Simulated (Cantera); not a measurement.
Input (Python, Cantera):

```python
import numpy as np
import cantera as ct

gas = ct.Solution("gri30.yaml")
gas.TPX = 1025, 780000, {'CO': 1, 'H2': 1.1, 'O2': 1.98, 'N2': 7.45, 'H2O': 1.1}
reactor = ct.IdealGasReactor(gas, energy="on", clone=False)
net = ct.ReactorNet([reactor])
net.rtol, net.atol = 1e-08, 1e-16
show = ['CO', 'H2', 'O2', 'NO2', 'NO', 'OH']
times = np.geomspace(9e-06, 0.5, 13)

steps = ct.SolutionArray(gas, extra=["t"])
rows = []
print(f"{'t/s':>10s}{'T/K':>9s}{'P/Pa':>11s}" + "".join(f"{s:>11s}" for s in show))
for t in times:
    while net.time < t:
        t_next = net.step()
        steps.append(gas.state, t=t_next)
    rows.append([np.interp(t, steps.t, y) for y in (steps.T, steps.P, *steps(*show).X.T)])
    print(f"{t:10.3e}{rows[-1][0]:9.1f}{rows[-1][1]:11.4g}" + "".join(f"{x:11.3e}" for x in rows[-1][2:]))
rate = np.gradient(steps.T, steps.t)
print("integrator steps:", len(steps.t))
if steps.T.max() > steps.T[0] + 200:
    print(f"time of steepest temperature rise: {steps.t[rate.argmax()]:.4e} s")
gas.TPX = 1025, 780000, {'CO': 1, 'H2': 1.1, 'O2': 1.98, 'N2': 7.45, 'H2O': 1.1}
gas.equilibrate("UV")
print(f"equilibrium (UV): T = {gas.T:.1f} K  " + "  ".join(f"{s} {gas[s].X[0]:.3e}" for s in show))
```

Output:

```
       t/s      T/K       P/Pa         CO         H2         O2        NO2         NO         OH
 9.000e-06   1025.0    7.8e+05  7.918e-02  8.709e-02  1.568e-01  8.945e-27  2.112e-21  2.607e-11
 2.237e-05   1025.0    7.8e+05  7.918e-02  8.709e-02  1.568e-01  1.744e-25  6.231e-21  3.534e-11
 5.559e-05   1025.0    7.8e+05  7.918e-02  8.709e-02  1.568e-01  3.435e-24  1.947e-20  5.941e-11
 1.382e-04   1025.0    7.8e+05  7.918e-02  8.709e-02  1.568e-01  8.084e-23  7.612e-20  1.263e-10
 3.434e-04   1025.0    7.8e+05  7.918e-02  8.709e-02  1.568e-01  3.172e-21  4.841e-19  3.485e-10
 8.535e-04   1025.1  7.801e+05  7.917e-02  8.709e-02  1.568e-01  4.091e-19  8.223e-18  1.509e-09
 2.121e-03   1026.9  7.813e+05  7.909e-02  8.700e-02  1.567e-01  3.715e-16  5.062e-16  1.228e-08
 5.272e-03   1078.9  8.186e+05  7.738e-02  8.381e-02  1.542e-01  5.925e-13  2.106e-13  3.687e-07
 1.310e-02   2430.8  1.702e+06  1.891e-03  6.953e-04  7.532e-02  1.972e-05  8.352e-03  6.026e-03
 3.257e-02   2425.6  1.698e+06  1.853e-03  6.832e-04  7.415e-02  2.524e-05  1.072e-02  5.904e-03
 8.094e-02   2425.5  1.698e+06  1.852e-03  6.830e-04  7.413e-02  2.534e-05  1.076e-02  5.902e-03
 2.012e-01   2425.5  1.698e+06  1.852e-03  6.830e-04  7.413e-02  2.534e-05  1.076e-02  5.902e-03
 5.000e-01   2425.5  1.698e+06  1.852e-03  6.830e-04  7.413e-02  2.534e-05  1.076e-02  5.902e-03
integrator steps: 1725
time of steepest temperature rise: 5.7916e-03 s
equilibrium (UV): T = 2425.5 K  CO 1.852e-03  H2 6.830e-04  O2 7.413e-02  NO2 2.534e-05  NO 1.076e-02  OH 5.902e-03
```

Cantera simulation using GRI-Mech 3.0 (53 species, 325 reactions); the numbers are that mechanism's predictions, not measurements. The hydrogen kinetics of GRI-Mech 3.0 are dated; newer H2 mechanisms differ, most at raised pressure.
